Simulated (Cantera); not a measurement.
Input (Python, Cantera):

```python
import numpy as np
import cantera as ct

gas = ct.Solution("gri30.yaml")
gas.TP = 300, 101325
flame = ct.CounterflowDiffusionFlame(gas, width=0.02)
flame.fuel_inlet.X, flame.fuel_inlet.T = {'C3H8': 1, 'N2': 0.46}, 500
flame.oxidizer_inlet.X, flame.oxidizer_inlet.T = {'O2': 0.24, 'N2': 0.76}, 548
flame.set_refine_criteria(ratio=3, slope=0.12, curve=0.24, prune=0.03)
show = ['OH', 'H', 'NO', 'CO', 'C2H2']

rows = []
print(f"{'mdot':>8s}{'a_max':>10s}{'a_mean':>10s}{'Tmax/K':>9s}" + "".join(f"{s:>11s}" for s in show) + "   (peak mole fractions)")
for i, mdot in enumerate([0.25, 0.37, 0.54, 0.78, 1.1, 1.7, 2.4]):  # kg/m2/s on the oxidiser side
    flame.oxidizer_inlet.mdot, flame.fuel_inlet.mdot = mdot, 1.1 * mdot
    flame.solve(loglevel=0, auto=(i == 0))
    if flame.T.max() < max(500, 548) + 100:
        print(f"{mdot:8.3g}  no burning solution found from the previous one")
        break
    dT = np.abs(np.gradient(flame.T, flame.grid))
    rows.append([flame.strain_rate("max"), flame.strain_rate("mean"), flame.T.max(),
                 *(flame.X[gas.species_index(s)].max() for s in show), max(dT[0], dT[-1]) / dT.max()])
    print(f"{mdot:8.3g}{rows[-1][0]:10.1f}{rows[-1][1]:10.1f}{rows[-1][2]:9.1f}" + "".join(f"{x:11.3e}" for x in rows[-1][3:-1]))
```

Result:

```
    mdot     a_max    a_mean   Tmax/K         OH          H         NO         CO       C2H2   (peak mole fractions)
    0.25     203.9      33.9   2219.4  1.011e-02  4.954e-03  4.246e-04  8.417e-02  4.679e-02
    0.37     291.4      50.1   2195.5  1.014e-02  5.337e-03  3.903e-04  8.315e-02  4.495e-02
    0.54     411.9      73.1   2172.4  1.011e-02  5.710e-03  3.575e-04  8.217e-02  4.302e-02
    0.78     578.3     105.6   2149.7  1.003e-02  6.072e-03  3.245e-04  8.127e-02  4.102e-02
     1.1     793.7     149.0   2129.6  9.931e-03  6.409e-03  2.930e-04  8.069e-02  3.919e-02
     1.7    1183.4     230.2   2100.2  9.669e-03  6.779e-03  2.474e-04  8.011e-02  3.649e-02
     2.4    1621.4     325.0   2072.5  9.318e-03  6.988e-03  2.071e-04  7.993e-02  3.394e-02
```

Model: GRI-Mech 3.0 (53 species, 325 reactions), integrated in Cantera. GRI-Mech 3.0 was tuned for natural gas; its chemistry of propane as a main component is partial and can be far from experiment. GRI-Mech 3.0 has no aromatics or soot, which form on the fuel side of real flames. The maximum strain rate includes the flame's own expansion and is several times the mean.
